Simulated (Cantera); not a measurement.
A closed system holds: 1 mol BaF₂, 2.6 mol O₂, 7.4 mol H₂, equilibrated at 1175 K and 0.100 bar.

Equilibrium computed with Cantera from the NASA thermochemical tables; the gas is ideal and each condensed phase is pure. Candidate condensed phases: Ba, BaF₂, BaO, Ba(OH)₂, H₂O; 27 gas species. Mutual solubility and eutectic melting of coexisting phases are not modelled. Rates play no part.

**Question.** What is the equilibrium state?

**Answer.** 
| Property | Result |
|---|---|
| x(H₂O) | 0.703 |
| x(H₂) | 0.297 |
| x(HF) | 8.29e-5 |
| x(Ba(OH)₂) | 2.17e-5 |
| n(BaF₂(s)) | 1.000 mol |
| n(BaO(s)) | 0.000146 mol |
| gas amount | 7.400 mol |
| log10 activity of Ba(OH)₂(l) (absent) | -0.64 |
| log10 activity of Ba(l) (absent) | -11.83 |
